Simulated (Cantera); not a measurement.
An adiabatic, constant-pressure homogeneous reactor starts with CH4 : O2 : N2 = 1 : 1.82 : 6.84 (molar parts), equivalence ratio 1.1, at 1150 K and 750 Torr. Integrator tolerance rtol = 1e-08.

Model: GRI-Mech 3.0 (53 species, 325 reactions), integrated in Cantera.

Question: What does this change do: 0.012 parts H2 added?

Answer: 
```csv
quantity,before,after
time of steepest temperature rise,0.101 s,85.5 ms
temperature at 0.200 s,2620 K,2620 K
equilibrium temperature,2620 K,2620 K
x(CH4) at 0.200 s,<1e-12 (gas-phase equilibrium <1e-12),<1e-12 (gas-phase equilibrium <1e-12)
x(O2) at 0.200 s,0.00809 (gas-phase equilibrium 0.00809),0.00791 (gas-phase equilibrium 0.00791)
x(CH2) at 0.200 s,<1e-12 (gas-phase equilibrium <1e-12),<1e-12 (gas-phase equilibrium <1e-12)
x(C2H2) at 0.200 s,<1e-12 (gas-phase equilibrium <1e-12),<1e-12 (gas-phase equilibrium <1e-12)
x(NO) at 0.200 s,0.00513 (gas-phase equilibrium 0.00513),0.00508 (gas-phase equilibrium 0.00508)
```
